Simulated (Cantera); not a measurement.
Input (Python, Cantera) and output of one run.

```python
import numpy as np
import cantera as ct

gas_names = """
    AL ALH ALN ALO ALOH ALO2 ALO2H AL2 AL2O AL2O2 H HALO HNO HNO2 HNO3 HO2 H2 H2O H2O2 N NH NH2 NH3
    NH2OH NO NO2 NO3 N2 N2H2 N2H4 N2O O OH O2 O3
""".split()
cond_names = """
    AL(cr) AL(L) ALN(s) AL2O3(a) AL2O3(L) H2O(s) H2O(L)
""".split()


# ... load() reads the species with a 1 bar reference pressure and builds the phases ...
atoms = {
    'Al': {'AL': 1},
    'H2O': {'H': 2, 'O': 1},
    'N2': {'N': 2},
}
top_T = {'ALN(s)': 2750}  # K; cautious upper limits of use, not melting points


# ... equilibrate(T, P, feed) seeds the gas with the atoms and calls Mixture.equilibrate('TP', solver="vcs", rtol=1e-11, max_steps=5000) ...
results = []
feed = {'Al': 1, 'H2O': 37, 'N2': 290}  # mol
T = 698  # K
P = 133.322  # Pa
mix = equilibrate(T, P, feed)
results.append((T, P, feed, dict(zip(mix.species_names, mix.species_moles))))
print(gas.report(threshold=0.0001))
for i in range(1, mix.n_phases):
    print(f"{mix.phase(i).name:16s} {mix.phase_moles(i):12.5e} mol")
```

It prints:

```
       temperature   698 K
          pressure   133.32 Pa
           density   0.00061588 kg/m^3
  mean mol. weight   26.809 kg/kmol
   phase of matter   gas

                          1 kg             1 kmol
                     ---------------   ---------------
          enthalpy       -5.2723e+05       -1.4135e+07  J
   internal energy       -7.4371e+05       -1.9938e+07  J
           entropy             10252        2.7484e+05  J/K
    Gibbs function       -7.6829e+06       -2.0597e+08  J
 heat capacity c_p            1172.7             31438  J/K
 heat capacity c_v            862.52             23123  J/K

                      mass frac. Y      mole frac. X     chem. pot. / RT
                     ---------------   ---------------   ---------------
                H2        0.00034494         0.0045872           -28.697
               H2O          0.072951           0.10856           -74.372
                N2            0.9267           0.88685           -30.767
     [  +32 minor]        2.3826e-09        3.7506e-09

AL(cr)            0.00000e+00 mol
ALN(s)            0.00000e+00 mol
AL2O3(a)          5.00000e-01 mol
```

These are equilibrium values from Cantera (NASA tables, ideal gas, pure condensed phases), not measurements of a reactor.
